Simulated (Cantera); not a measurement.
# BCl3 + H2 + N2 (boron, boron nitride and boron oxide)

Input: 1 mol BCl3, 2.6 mol H2, a varied amount of N2, at 1052 °C and 0.133 bar.

These are equilibrium values from Cantera (NASA tables, ideal gas, pure condensed phases), not measurements of a reactor. Candidate condensed phases: B, BN, NH4Cl; 21 gas species. N2 is the only nitrogen source here; it is nearly inert below about 1500 K, so the nitride shown seldom forms there in practice. Equilibrium is a limit: real reactors are often held back by kinetics, nucleation or transport.

```tsv
n(N2) (mol)	log p N2	log p HCl	log p H2	log p BCl3	log p Cl	log p H	log p NH3	log p BCl2	n BN(s)
12	-1.01	-1.59	-2.03	-5.43	-6.44	-6.80	-7.49	-8.68	1.000
28	-0.94	-1.90	-2.33	-5.92	-6.59	-6.95	-7.92	-9.02	1.000
45	-0.91	-2.08	-2.52	-6.21	-6.69	-7.05	-8.19	-9.22	1.000
61	-0.90	-2.21	-2.64	-6.40	-6.75	-7.11	-8.37	-9.35	1.000
78	-0.90	-2.31	-2.75	-6.56	-6.80	-7.16	-8.52	-9.45	1.000
94	-0.89	-2.39	-2.82	-6.68	-6.84	-7.20	-8.63	-9.53	1.000
110	-0.89	-2.45	-2.89	-6.78	-6.87	-7.23	-8.73	-9.60	1.000
130	-0.89	-2.52	-2.96	-6.88	-6.91	-7.27	-8.83	-9.67	1.000
140	-0.89	-2.56	-2.99	-6.93	-6.92	-7.28	-8.88	-9.70	1.000
160	-0.89	-2.61	-3.05	-7.02	-6.95	-7.31	-8.96	-9.76	1.000
```
log p: log10 of the partial pressure in bar; n: condensed amount in mol.

From 12 mol N2 to 160 mol N2 the condensed part is BN(s). The main B-bearing gas is BCl3 throughout.
